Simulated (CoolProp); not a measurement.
Properties of dodecamethylpentasiloxane (MD3M) at several states (Tc = 354.9 °C, pc = 954.0 kPa, ω = 0.730).

Model: reference Helmholtz-energy equation of state, Thol 2019, in CoolProp.

| T (°C) | p (kPa) | phase | density (kg/m³) | isothermal compressibility (1/MPa) |
|---|---|---|---|---|
| 229.85 | 748 | liquid | (withheld) | (withheld) |
| 238.05 | 12.7 | gas | 1.163 | 79.67 |
| 203.25 | 224 | liquid | 687.6 | 0.008111 |
| 164.65 | 43.5 | liquid | (withheld) | (withheld) |
| 251.85 | 101 | gas | 9.764 | 10.94 |

Task: Fill in the missing entries.

Result: 
- 229.85, density (kg/m³): 658.9
- 229.85, isothermal compressibility (1/MPa): 0.01084
- 164.65, density (kg/m³): 730.2
- 164.65, isothermal compressibility (1/MPa): 0.005254
